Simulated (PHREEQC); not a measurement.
Model water analysis in mmol/kgw, 65 °C, pH 5.92, pe 2.6: Na 0.878; K 0.358; Ca 0.628; Mg 0.598; Cl 2.29; S(6) 0.134; Alkalinity (meq/kgw) 1.06; Li 0.0834.

Cl is adjusted to close the charge balance.
Valence states are taken as typed.

Computed with PHREEQC (ion-association model, wateq4f.dat).

Task: The ionic strength comes out as 0.00499 mol/kgw. What activity coefficients do HCO3-, SO4-2, Ca+2, MgHCO3+, Na+ get?

Result: HCO3- 0.92, SO4-2 0.72, Ca+2 0.73, MgHCO3+ 0.92, Na+ 0.92.

This is a speciation only: nothing precipitates in the calculation. At this temperature some constants are extrapolated from 25 °C, and those without enthalpy data are left unchanged.
